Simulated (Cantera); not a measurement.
# NO annealing gas

A perfectly stirred reactor is fed with 8.33 % NO, 91.7 % N2, at 0.0503 atm; it is held at 2100 K, and followed from long to short residence time.

Cantera simulation using GRI-Mech 3.0 (53 species, 325 reactions); the numbers are that mechanism's predictions, not measurements.

```tsv
τ (s)	x NO	x O2	x NO2	x O	x N2	x N2O
10	0.0263	0.0280	3.18e-6	0.00104	0.945	3.18e-7
3.3	0.0505	0.0160	4.65e-6	0.000800	0.933	1.09e-6
1.1	0.0726	0.00512	3.95e-6	0.000490	0.922	2.34e-6
0.34	0.0810	0.00102	2.35e-6	0.000270	0.918	3.03e-6
0.11	0.0828	0.000170	1.25e-6	0.000139	0.917	3.19e-6
0.035	0.0832	1.93e-5	4.81e-7	5.16e-5	0.917	3.05e-6
0.011	0.0833	1.75e-6	1.40e-7	1.53e-5	0.917	2.50e-6
0.0036	0.0833	1.58e-7	3.54e-8	4.28e-6	0.917	1.60e-6
0.0012	0.0833	1.47e-8	7.66e-9	1.20e-6	0.917	7.68e-7
0.00038	0.0833	1.30e-9	1.24e-9	3.37e-7	0.917	2.86e-7
```
x: mole fraction; the columns are a selection and need not sum to one.
